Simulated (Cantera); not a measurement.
Feed: 1 mol B, 3.8 mol NH₃, at 900 K and 99.0 Pa.

Cantera equilibrium calculation (NASA polynomials, part measured and part estimated; ideal gas, pure solids and liquids). Candidate condensed phases: B, BN; 15 gas species. Equilibrium is a limit: real reactors are often held back by kinetics, nucleation or transport.

Base state: H₂ 0.803, N₂ 0.197 (mole fractions); condensed: BN(s).

### Question
What changes in the equilibrium state with this change: 1.2 mol O₂ added?

### Answer
```tsv
species	before	after
H₂	0.803	0.632
N₂	0.197	0.250
H₂O	0	0.118
(HBO₂)₃	0	6.19e-5
HBO₂	0	2.76e-5
BN(s), mol	1.00	0
B₂O₃(l), mol	0	0.499
```
Gases not in the tables: H₃BO₃. Further candidate phases: B₂O₃, B₃O₃H₃, H₂O.
